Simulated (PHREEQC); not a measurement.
PHREEQC input (ion-association model, wateq4f.dat):

```
SOLUTION_MASTER_SPECIES
  An  An-  0  An  62.0  # stands for a non-complexing anion
SOLUTION_SPECIES
  An- = An-
    -log_k 0
    -gamma 3.0 0
PHASES
  Fix_H+
    H+ = H+
    -log_k 0
SOLUTION 1
  temp 25
  units mmol/kgw
  pH 7 charge
  Cl 1.72
  Ba 0.15
  Mn(2) 0.71
  Na 10
  An 10
END
SELECTED_OUTPUT 1
  -reset false
  -pH true
  -pe true
  -ionic_strength true
  -water true
  -totals Ba Cl Mn Na Mn(2) Mn(3) Mn(6) Mn(7)
  -molalities Hfo_wOH Hfo_wOH2+ Hfo_wO- Hfo_sOH Hfo_sOH2+ Hfo_sO- Hfo_sOHBa+2 Hfo_wOBa+ Hfo_sOMn+ Hfo_wOMn+
  -saturation_indices Pyrochroite Halite
USER_PUNCH 1
  -headings sigma psi
  10 PUNCH EDL("sigma", "Hfo"), EDL("psi", "Hfo")
PRINT
  -reset false
USE solution 1
SURFACE 1
  Hfo_wOH 0.00269663 600 1.2
  Hfo_sOH 6.74157e-05
EQUILIBRIUM_PHASES 1
  Fix_H+ -4 HAn 10
    -force_equality true
END
# ... the last block is repeated for the other 16 points of pH, with NaOH or the acid as the point needs
```

Selected output (columns that matter, 13 of 17 rows; pH added in front):

```
pH	mu	Ba	Cl	Mn	Na	m_Hfo_wOH	m_Hfo_wOH2+	m_Hfo_wO-	m_Hfo_sOH	m_Hfo_sOH2+	si_Pyrochroite	si_Halite	sigma	psi
4	0.013544	0.00015	0.00172	0.00070996	0.01	0.00099151	0.0016918	1.3312e-05	2.4773e-05	4.227e-05	-10.544	-6.4499	0.23058	0.1809
4.5	0.013252	0.00015	0.00172	0.00070969	0.01	0.0013728	0.0012904	3.3457e-05	3.4167e-05	3.2116e-05	-9.5426	-6.4489	0.17269	0.16664
5.5	0.01285	0.00014996	0.00172	0.00069634	0.01	0.0018704	0.00071342	0.00011233	3.7622e-05	1.4351e-05	-7.5485	-6.4476	0.084019	0.13065
6	0.012642	0.0001499	0.00172	0.00066359	0.01	0.0019893	0.00053372	0.00016987	1.8185e-05	4.8788e-06	-6.5682	-6.4468	0.055455	0.11011
6.5	0.012439	0.00014989	0.00172	0.00062119	0.01	0.0020313	0.00040591	0.00023288	3.7953e-06	7.584e-07	-5.5956	-6.4461	0.035164	0.088104
7.5	0.012071	0.00014984	0.00172	0.00026025	0.010786	0.0016995	0.00013932	0.00047494	2.3622e-07	1.9365e-08	-3.9714	-6.4116	0.015325	0.051839
8	0.01191	0.00014952	0.00172	7.4676e-05	0.011203	0.0014172	7.202e-05	0.00063883	1.3263e-07	6.7403e-09	-3.5132	-6.3943	0.0092711	0.034545
8.5	0.011872	0.00014719	0.00172	1.1736e-05	0.011385	0.001279	5.1156e-05	0.00073258	1.0608e-07	4.243e-09	-3.3184	-6.3871	0.002788	0.01112
9.5	0.011876	8.2519e-05	0.0017199	2.3227e-07	0.011666	0.0010575	2.8444e-05	0.00090068	6.2316e-08	1.6761e-09	-3.0443	-6.3765	-0.010291	-0.037843
10	0.011928	2.62e-05	0.0017199	4.1209e-08	0.011918	0.00089677	1.8147e-05	0.0010152	4.6017e-08	9.3119e-10	-2.8451	-6.3674	-0.01865	-0.06011
10.5	0.012197	4.8185e-06	0.0017199	8.2871e-09	0.012299	0.00077152	1.212e-05	0.0011251	4.0357e-08	6.34e-10	-2.6703	-6.3547	-0.031416	-0.083183
11.5	0.015606	2.1947e-07	0.0017199	1.4706e-09	0.015894	0.00044573	3.1276e-06	0.0014552	2.8567e-08	2.0045e-10	-2.0881	-6.2543	-0.077486	-0.12163
12	0.023797	1.2789e-07	0.0017199	3.1708e-09	0.024206	0.00021515	6.2816e-07	0.0016882	1.5805e-08	4.6144e-11	-1.396	-6.0927	-0.10999	-0.12868
```

Species that the database lacks are ignored.
